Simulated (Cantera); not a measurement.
Mixture: 16.5 % H₂, 12.1 % O₂, 71.4 % N₂, at 1.01 bar, adiabatic and at constant pressure. Ignition delay is the time to a rise of 400 K.

Detailed kinetics in Cantera: GRI-Mech 3.0 (53 species, 325 reactions). Where the delays flatten at high temperature, the 400 K rule measures the pace of heat release, not the induction time.

Problem. Predict: delay at 1275 K; delay at 1375 K; delay at 1475 K; delay at 1575 K; delay at 1675 K; delay at 1775 K.

Solution. 
- delay at 1275 K: 52.0 µs
- delay at 1375 K: 40.8 µs
- delay at 1475 K: 36.4 µs
- delay at 1575 K: 35.7 µs
- delay at 1675 K: 37.5 µs
- delay at 1775 K: 41.0 µs
